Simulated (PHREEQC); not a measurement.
Dissolve 1.1 mmol/kgw HCl, 1 mmol/kgw FeSO4 and 12 mmol/kgw Fe2(SO4)3 at 20 °C. Closed to the air; pH follows from the charge balance.

Computed with PHREEQC (ion-association model, phreeqc.dat).

```json
{
  "pH": "2.72",
  "ionic_strength": "0.0505 mol/kgw",
  "total_alkalinity": "-49.1 meq/kg"
}
```

```tsv
species	molality	activity	log γ
FeSO4+	0.0181	0.0150	-0.083
SO4-2	0.0126	0.00585	-0.334
Fe(SO4)2-	0.00229	0.00188	-0.085
H+	0.00224	0.00192	-0.068
FeOH+2	0.00140	0.000652	-0.332
HSO4-	0.00119	0.000980	-0.085
```

This is a speciation only: nothing precipitates in the calculation. Saturation is exceeded, for instance for Hematite (slow to form), Goethite (slow to form); the values hold only as long as no solid forms.
